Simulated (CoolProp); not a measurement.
Saturation properties of sulfur dioxide (Tc = 430.6 K, pc = 7.887 MPa, ω = 0.256).

Values from CoolProp's reference Helmholtz-energy equation of state, Gao 2016.

```
T (K)  p (MPa)  vapour density (kg/m³)  enthalpy of vaporisation (kJ/kg)  surface tension (mN/m)
-----  -------  ----------------------  --------------------------------  ----------------------
312.4   0.6163                   16.76                             341.2                     ___
317.3   0.7123                   19.28                             335.7                    18.0
322.2   0.8194                   22.08                             330.1                    17.0
327.1   0.9381                   25.20                             324.2                    16.1
332      1.069                   28.67                             318.2                    15.2
337      1.217                   32.61                             311.8                    14.2
341.9      ___                   36.88                             305.3                    13.3
346.8    1.550                   41.61                             298.6                     ___
351.7    1.740                   46.85                             291.6                    11.5
356.6    1.946                     ___                             284.3                    10.5
361.5    2.171                   59.08                             276.6                    9.64
366.4    2.414                   66.20                             268.6                    8.73
371.3    2.676                   74.12                             260.2                    7.84
```

Question: Complete the blanks.

Answer: 
- 312.4, surface tension (mN/m): 18.9
- 341.9, p (MPa): 1.376
- 346.8, surface tension (mN/m): 12.4
- 356.6, vapour density (kg/m³): 52.65

It boils at 263.1 K under 1 atm.

Surface tension comes from a separate correlation (Mulero 2012).
